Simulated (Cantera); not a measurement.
# Equilibrium for silicon oxide and oxynitride deposition: TEOS + O3 + N2

Charge: 1 mol TEOS, 1.6 mol O3, 1.3 mol N2, equilibrated at 27000 Pa.

These are equilibrium values from Cantera (NASA tables, ideal gas, pure condensed phases), not measurements of a reactor. Candidate condensed phases: C, C6H6, C7H8, C8H18, H2O, Si, SiC, SiO2, Si2N2O, Si3N4; 151 gas species. The feed counts by its element totals alone. Mutual solubility and eutectic melting of coexisting phases are not modelled. The tables hold silica as quartz up to 1696 K and as liquid above; real silica turns to tridymite and cristobalite and melts near 1996 K. Gases not in the tables: Si2H6 and higher silanes. The numbers say what is thermodynamically allowed, not how fast it happens.

From 1225 K to 1425 K the condensed part is C(graphite) + SiO2(β-quartz). From 1525 K to 1625 K the condensed part is SiO2(β-quartz) + Si2N2O(s). At 1725 K the condensed part is SiO2(condensed) + Si2N2O(s). At 1825 K the condensed part is Si2N2O(s). From 1925 K to 2025 K the condensed part is SiC(s).

```csv
T (K),log p H2,log p CO,log p N2,log p SiO,log p H,n C(graphite),n SiO2(β-quartz),n Si2N2O(s),n SiO2(condensed),n SiC(s)
1225,-0.83,-1.00,-1.71,-10.32,-6.92,1.21,1.00,0,0,0
1325,-0.83,-0.99,-1.71,-8.13,-6.20,1.20,1.000,0,0,0
1425,-0.83,-0.99,-1.71,-6.25,-5.58,1.20,1.000,0,0,0
1525,-0.85,-0.94,-1.89,-4.74,-5.05,0,0.202,0.398,0,0
1625,-0.85,-0.94,-1.89,-3.68,-4.57,0,0.196,0.395,0,0
1725,-0.85,-0.95,-1.88,-2.76,-4.16,0,0,0.359,0.159,0
1825,-0.86,-0.96,-1.82,-2.08,-3.79,0,0,0.198,0,0
1925,-0.87,-0.97,-1.76,-1.92,-3.46,0,0,0,0,0.0945
2025,-0.87,-0.98,-1.76,-1.91,-3.15,0,0,0,0,0.0896
```
log p: log10 of the partial pressure in bar; n: condensed amount in mol.
